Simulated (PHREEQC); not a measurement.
PHREEQC input (Pitzer model, pitzer.dat):

```
SOLUTION 1
  temp 33
  units mol/kgw
  pH 7 charge
  Cl 0.21
END
SELECTED_OUTPUT 1
  -reset false
  -pH true
  -pe true
  -ionic_strength true
  -water true
  -totals Cl K S
  -molalities H+ K+ Cl- SO4-2 OH- HSO4-
  -equilibrium_phases Arcanite
  -saturation_indices Misenite Sylvite
PRINT
  -reset false
USE solution 1
REACTION_PRESSURE 1
  1 50 100 200 300 400 500 600 800 1000
EQUILIBRIUM_PHASES 1
  Arcanite 0 30
END
```

Selected output (columns that matter, 10 of 10 rows; P (atm) added in front):

```
P (atm)	pH	mu	K	S	m_H+	m_K+	m_SO4-2	m_OH-	m_HSO4-	Arcanite	si_Misenite	si_Sylvite
1	1.7349	2.2192	1.573	0.78649	0.034867	1.573	0.61135	1.3938e-12	0.17513	29.214	-11.13	-2.0583
50	1.7294	2.2547	1.5962	0.79809	0.035225	1.5962	0.62331	1.4216e-12	0.17478	29.202	-10.794	-2.0589
100	1.724	2.288	1.6179	0.80895	0.035566	1.6179	0.63451	1.451e-12	0.17443	29.191	-10.452	-2.0597
200	1.7142	2.3465	1.6561	0.82804	0.036187	1.6561	0.65423	1.5123e-12	0.17381	29.172	-9.7698	-2.0617
300	1.7052	2.395	1.6877	0.84385	0.036742	1.6877	0.67059	1.5774e-12	0.17326	29.156	-9.0906	-2.064
400	1.6972	2.4342	1.7132	0.85658	0.037245	1.7132	0.68382	1.6463e-12	0.17276	29.143	-8.4138	-2.0668
500	1.69	2.4651	1.7331	0.86656	0.037704	1.7331	0.69426	1.7196e-12	0.1723	29.133	-7.7392	-2.0699
600	1.6834	2.4882	1.748	0.87399	0.03813	1.748	0.70212	1.7974e-12	0.17187	29.126	-7.0666	-2.0733
800	1.6722	2.5149	1.7647	0.88237	0.038899	1.7647	0.71127	1.9674e-12	0.1711	29.118	-5.7269	-2.081
1000	1.663	2.5207	1.7677	0.88385	0.039582	1.7677	0.71344	2.1588e-12	0.17042	29.116	-4.3941	-2.0896
```

In brines, pH and single-ion activities rest on the MacInnes convention.
